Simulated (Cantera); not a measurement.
A perfectly stirred reactor is fed with CH4 : O2 : N2 : H2O = 1 : 4.44 : 16.7 : 1 (molar parts), at 92000 Pa; it is adiabatic with a 525 K inlet, and is followed from long to short residence time, starting on the burning branch (τ in s: 0.026, 0.014, 0.0075, 0.004, 0.0021, 0.0011, 0.00061, 0.00033, 0.00018, 9.4e-05, 5e-05).

Detailed kinetics in Cantera: GRI-Mech 3.0 (53 species, 325 reactions).

x: mole fraction; the columns are a selection and need not sum to one.

```tsv
τ (s)	T (K)	x CH4	x O2	x H2O	x CH2O	x OH	x HCO
0.026	1504	6.33e-5	0.106	0.129	(withheld)	0.000742	4.84e-8
0.014	1498	9.60e-5	0.106	0.129	(withheld)	0.000877	9.25e-8
0.0075	1490	0.000148	0.106	0.128	(withheld)	0.00102	1.78e-7
0.0040	1476	0.000237	0.107	0.128	(withheld)	0.00116	3.42e-7
0.0021	1453	0.000409	0.108	0.127	(withheld)	0.00124	6.66e-7
0.0011	1404	0.000908	0.112	0.125	(withheld)	0.00107	1.29e-6
0.00061	525	0.0432	0.192	0.0432	<1e-12	<1e-12	<1e-12
0.00033	525	0.0432	0.192	0.0432	<1e-12	<1e-12	<1e-12
0.00018	525	0.0432	0.192	0.0432	<1e-12	<1e-12	<1e-12
9.4e-5	525	0.0432	0.192	0.0432	<1e-12	<1e-12	<1e-12
5.0e-5	525	0.0432	0.192	0.0432	<1e-12	<1e-12	<1e-12
```

Problem. Some entries are withheld; supply them.

Solution. 
- 0.026, x CH2O: 5.32e-6
- 0.014, x CH2O: 8.32e-6
- 0.0075, x CH2O: 1.31e-5
- 0.0040, x CH2O: 2.11e-5
- 0.0021, x CH2O: 3.57e-5
- 0.0011, x CH2O: 7.32e-5
